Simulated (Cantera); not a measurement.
**Thermodynamics of abatement and gas-phase synthesis, feed HF + SO₂ + O₂**

Feed: 1 mol HF, 0.046 mol SO₂, 2.3 mol O₂, equilibrated at 1.73 Torr.

Method: chemical equilibrium by Gibbs-energy minimisation in Cantera with the NASA 1993 tables (ideal gas, pure condensed phases). Candidate condensed phases: H₂O, H₂SO₄, S; 43 gas species. Rates play no part.

```
T (K)   x O₂   x HF       x O   x SO₂       x F
-----  -----  -----  --------  ------  --------
1175   0.687  0.299   2.52e-7  0.0136   1.82e-6
1275   0.687  0.299   1.93e-6  0.0137   7.98e-6
1375   0.687  0.299   1.10e-5  0.0137   2.37e-5
1475   0.687  0.299   4.96e-5  0.0137   6.08e-5
1575   0.687  0.299  0.000185  0.0137  0.000139
1675   0.687  0.298  0.000590  0.0137  0.000292
1775   0.686  0.298   0.00165  0.0137  0.000569
1875   0.683  0.297   0.00415  0.0137   0.00104
1975   0.678  0.295   0.00946  0.0136   0.00182
2075   0.669  0.292    0.0199  0.0135   0.00303
2175   0.651  0.287    0.0388  0.0132   0.00488
2275   0.623  0.279    0.0705  0.0128   0.00763
2375   0.578  0.267     0.120  0.0120    0.0116
```
x: gas mole fraction; nothing condenses.

From 1175 K to 2375 K nothing is condensed.
